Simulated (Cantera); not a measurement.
Input: 1 mol TEOS, 7.7 mol NO, 9 mol N₂, 6.1 mol CO₂, held at 26000 Pa.

Cantera equilibrium calculation (NASA polynomials, part measured and part estimated; ideal gas, pure solids and liquids). Candidate condensed phases: C, C₆H₆, C₇H₈, C₈H₁₈, H₂O, Si, SiC, SiO₂, Si₂N₂O, Si₃N₄; 151 gas species. The feed counts by its element totals alone. Rates play no part.

x: gas mole fraction; n: condensed amount in mol.

| T (K) | x N₂ | x CO₂ | x H₂O | x CO | x H₂ | x CH₄ | n C(graphite) | n SiO₂(α-quartz) | n SiO₂(β-quartz) |
|---|---|---|---|---|---|---|---|---|---|
| 573 | 0.441 | 0.247 | 0.257 | 0.000566 | 0.0241 | 0.0310 | 5.98 | 1.00 | 0 |
| 623 | 0.435 | 0.254 | 0.231 | 0.00247 | 0.0477 | 0.0301 | 5.63 | 1.00 | 0 |
| 673 | 0.426 | 0.260 | 0.198 | 0.00867 | 0.0810 | 0.0261 | 5.22 | 1.00 | 0 |
| 723 | 0.414 | 0.259 | 0.161 | 0.0252 | 0.120 | 0.0201 | ___ | 1.00 | 0 |
| 773 | 0.397 | 0.246 | 0.122 | 0.0622 | 0.159 | 0.0139 | ___ | 1.00 | 0 |
| 823 | 0.375 | 0.212 | 0.0850 | 0.130 | 0.189 | 0.00869 | ___ | 1.00 | 0 |
| 873 | 0.351 | 0.161 | 0.0568 | 0.220 | 0.207 | 0.00446 | 0 | 0 | 1.00 |
| 923 | 0.348 | 0.148 | 0.0640 | 0.233 | 0.206 | 0.000769 | 0 | 0 | 1.00 |
| 973 | 0.348 | 0.140 | 0.0714 | 0.242 | 0.199 | 0.000144 | 0 | 0 | 1.00 |
| 1023 | 0.348 | 0.133 | 0.0784 | 0.249 | 0.192 | 3.13e-5 | 0 | 0 | 1.00 |

Q: Some entries are withheld; supply them.

A: 
- 723, n C(graphite): 4.64
- 773, n C(graphite): 3.67
- 823, n C(graphite): 2.07
